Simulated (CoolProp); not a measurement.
CHF3 (R23) along the isobar 3.25 bar: Z from the reference equation and from simpler models built on Tc = 26.1 °C, pc = 48.32 bar, ω = 0.263; each cubic takes its own stable root.

The numbers come from the reference Helmholtz-energy equation of state, Penoncello 2003 in CoolProp.

```csv
T (°C),phase,reference,van der Waals,Redlich-Kwong,Peng-Robinson
-137.75,liquid,0.01229,0.02209,0.01485,0.01300
-127.95,liquid,[?],0.02096,0.01411,0.01230
-118.15,liquid,0.01119,0.02000,0.01349,0.01171
-108.35,liquid,0.01076,0.01919,0.01297,[?]
-98.65,liquid,0.01040,0.9256,0.01254,0.01080
-88.85,liquid,0.01009,0.9348,0.01219,0.01045
-79.05,liquid,0.009827,0.9424,0.01191,0.01016
-69.25,liquid,[?],[?],[?],0.009939
-49.75,gas,0.9258,0.9588,0.9457,[?]
-39.95,gas,0.9379,0.9628,0.9520,[?]
-30.15,gas,0.9472,0.9663,0.9574,0.9508
```

Q: Fill in the missing entries.

A: 
- -127.95, reference: 0.01170
- -108.35, Peng-Robinson: 0.01121
- -69.25, reference: 0.009613
- -69.25, van der Waals: 0.9487
- -69.25, Redlich-Kwong: 0.9293
- -49.75, Peng-Robinson: 0.9368
- -39.95, Peng-Robinson: 0.9444

At some of these states van der Waals, Redlich-Kwong gives the other phase, because its saturation line lies elsewhere.
